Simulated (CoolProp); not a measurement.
A single-stage vapour-compression cycle with hydrogen sulfide: evaporating at 238.15 K (dew point), condensing at 302.15 K (bubble point), superheat 5 K, subcooling 8 K, compressor efficiency 0.9, no pressure losses. Each further row changes one setting.

Computed with CoolProp (reference Helmholtz-energy equation of state, Lemmon 2006). It is a short technical equation, of lower accuracy than the large ones.

```json
[
 {"case": "as stated", "cooling COP": "2.58", "pressure ratio": "7.07", "discharge temperature (K)": "409.2", "refrigerating effect (kJ/kg)": "403", "volumetric capacity (kJ/m³)": "2240"},
 {"case": "evaporating temperature 243.15 K", "cooling COP": "2.92", "pressure ratio": "5.83", "discharge temperature (K)": "397.5", "refrigerating effect (kJ/kg)": "407", "volumetric capacity (kJ/m³)": "2710"},
 {"case": "condensing temperature 297.15 K", "cooling COP": "2.87", "pressure ratio": "6.27", "discharge temperature (K)": "396.7", "refrigerating effect (kJ/kg)": "414", "volumetric capacity (kJ/m³)": "2300"},
 {"case": "subcooling 13 K", "cooling COP": "2.65", "pressure ratio": "7.07", "discharge temperature (K)": "409.2", "refrigerating effect (kJ/kg)": "414", "volumetric capacity (kJ/m³)": "2300"},
 {"case": "superheat 15 K", "cooling COP": "2.53", "pressure ratio": "7.07", "discharge temperature (K)": "425.1", "refrigerating effect (kJ/kg)": "414", "volumetric capacity (kJ/m³)": "2200"},
 {"case": "compressor efficiency 0.8", "cooling COP": "2.29", "pressure ratio": "7.07", "discharge temperature (K)": "426.2", "refrigerating effect (kJ/kg)": "403", "volumetric capacity (kJ/m³)": "2240"}
]
```
